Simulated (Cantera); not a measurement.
Feed: 1 mol SiH2Cl2, 4.3 mol N2, at 1.20 mbar.

These are equilibrium values from Cantera (NASA tables, ideal gas, pure condensed phases), not measurements of a reactor. Candidate condensed phases: NH4Cl, Si, Si3N4; 28 gas species. N2 is the only nitrogen source here; it is nearly inert below about 1500 K, so the nitride shown seldom forms there in practice. Equilibrium is a limit: real reactors are often held back by kinetics, nucleation or transport.

Over these rows the condensed part is Si3N4(s). Partial pressures as log10 of bar:

```tsv
T (K)	1000/T (1/K)	log p SiCl2	log p N2	log p HCl	log p H2	log p SiCl4
1098	0.9107	-6.59	-3.09	-3.54	-4.15	-4.46
1148	0.8711	-6.02	-3.09	-3.53	-4.16	-4.49
1198	0.8347	?	-3.10	-3.53	-4.17	-4.53
1248	0.8013	-5.05	-3.10	-3.54	-4.17	-4.60
1298	0.7704	-4.67	-3.10	-3.55	-4.15	-4.74
1348	0.7418	-4.38	-3.10	-3.58	-4.12	-4.98
```

### Question
Fit log p(SiCl2) = a + b·(1000/T) to the five rows, give the apparent enthalpy, and predict the row at 1198 K.

### Answer
Means: 1000/T = 0.8191, log p = -5.342. Sxy = -0.261859, Sxx = 0.0197584, so b = -13.25 and a = -5.342 − (-13.25)×0.8191 = 5.51.
Apparent enthalpy: −19.145 × (-13.25) = 254 kJ/mol. With the condensed phases at unit activity, 1/6 Si3N4(s) + 1/2 SiCl4(g) = SiCl2(g) + 1/3 N2(g) links this pressure to the main gases: over the six rows their terms move log p by -0.26 in all, so the slope isn't that reaction's ΔH° alone. The five rows lie within 0.06 of the line.
Prediction at 1198 K: 5.51 + (-13.25)×0.8347 = -5.55. The computed value is -5.51, 0.04 from the line.
